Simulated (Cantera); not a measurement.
## Thermodynamics of carbothermic reduction, feed MgO + CO

Input: 1 mol MgO, 1.4 mol CO, held at 0.100 bar.

Cantera equilibrium calculation (NASA polynomials, part measured and part estimated; ideal gas, pure solids and liquids). Candidate condensed phases: C, Mg, MgCO₃, MgO; 15 gas species. The numbers say what is thermodynamically allowed, not how fast it happens.

| T (K) | x CO | x Mg | x CO₂ | x MgO | n C(graphite) | n MgO(s) |
|---|---|---|---|---|---|---|
| 1073 | 0.986 | <1e-12 | 0.0137 | <1e-12 | 0.0189 | 1.00 |
| 1173 | 0.997 | 5.27e-11 | 0.00277 | <1e-12 | 0.00387 | 1.00 |
| 1273 | 0.999 | 8.07e-9 | 0.000718 | <1e-12 | 0.00100 | 1.00 |
| 1373 | 1.000 | 5.86e-7 | 0.000227 | <1e-12 | 0.000317 | 1.000 |
| 1473 | 1.000 | 2.35e-5 | 8.46e-5 | <1e-12 | 0 | 1.000 |
| 1573 | 1.000 | 0.000145 | 0.000145 | 4.62e-12 | 0 | 1.000 |
| 1673 | 0.999 | 0.000407 | 0.000407 | 9.30e-11 | 0 | 0.999 |
| 1773 | 0.998 | 0.00102 | 0.00102 | 1.33e-9 | 0 | 0.999 |
| 1873 | 0.995 | 0.00230 | 0.00230 | 1.43e-8 | 0 | 0.997 |
| 1973 | 0.990 | 0.00477 | 0.00477 | 1.21e-7 | 0 | 0.993 |
| 2073 | 0.982 | 0.00917 | 0.00917 | 8.24e-7 | 0 | 0.987 |
| 2173 | 0.967 | 0.0165 | 0.0165 | 4.71e-6 | 0 | 0.976 |
| 2273 | 0.944 | 0.0282 | 0.0281 | 2.30e-5 | 0 | 0.959 |
| 2373 | 0.909 | 0.0454 | 0.0453 | 9.81e-5 | 0 | 0.933 |
x: gas mole fraction; n: condensed amount in mol.

From 1073 K to 1373 K the condensed part is C(graphite) + MgO(s). From 1473 K to 2373 K the condensed part is MgO(s).
